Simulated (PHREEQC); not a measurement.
Model water analysis in mmol/kgw, 55 °C, pH 6.64:

| constituent | mmol/kgw |
|---|---|
| Na | 158 |
| K | 12.2 |
| Ca | 5.29 |
| Mg | 35.9 |
| Cl | 220 |
| S(6) | 19.4 |
| Alkalinity (meq/kgw) | 1.38 |
| Sr | 0.0813 |

Valence states are taken as typed.

Model: Pitzer model, pitzer.dat, run in PHREEQC.

Precipitation was switched off in this run.

Q: Predict the activity of water, osmotic coefficient, charge-balance error.

A: activity of water 0.993; osmotic coefficient 0.881; charge-balance error -1.4 %.

Q: In which forms is C present?

A: HCO3- 78 %, CO2 22 % of the C.

Away from 25 °C the constants follow the database's enthalpies or fits; those with neither stay at their 25 °C values.
